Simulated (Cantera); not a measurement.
## Fluorocarbon and chlorocarbon gases: CHF3 + CH4 + H2

Charge: 1 mol CHF3, 0.32 mol CH4, 18 mol H2, held at 0.100 bar.

Method: chemical equilibrium by Gibbs-energy minimisation in Cantera with the NASA 1993 tables (ideal gas, pure condensed phases). Candidate condensed phases: C, C6H6, C7H8, C8H18; 95 gas species. The numbers say what is thermodynamically allowed, not how fast it happens.

```tsv
T (°C)	x H2	x HF	x CH4	x H	n C(graphite)
627	0.830	0.148	0.0215	3.37e-10	0.886
727	0.847	0.146	0.00685	6.60e-9	1.18
827	0.852	0.146	0.00260	7.55e-8	1.27
927	0.853	0.146	0.00115	5.76e-7	1.30
1027	0.854	0.145	0.000574	3.23e-6	1.31
1127	0.854	0.145	0.000315	1.42e-5	1.31
1227	0.854	0.145	0.000188	5.15e-5	1.32
1327	0.854	0.145	0.000119	0.000159	1.32
1427	0.854	0.145	7.99e-5	0.000431	1.32
1527	0.853	0.145	5.60e-5	0.00105	1.31
1627	0.852	0.145	4.08e-5	0.00232	1.31
1727	0.850	0.145	3.06e-5	0.00474	1.29
1827	0.845	0.145	2.36e-5	0.00906	1.27
1927	0.837	0.144	1.84e-5	0.0163	1.23
```
x: gas mole fraction; n: condensed amount in mol.

From 627 °C to 1927 °C the condensed part is C(graphite). The main C-bearing gas is CH4 at 627 °C and C2H2 (acetylene) at 1927 °C.
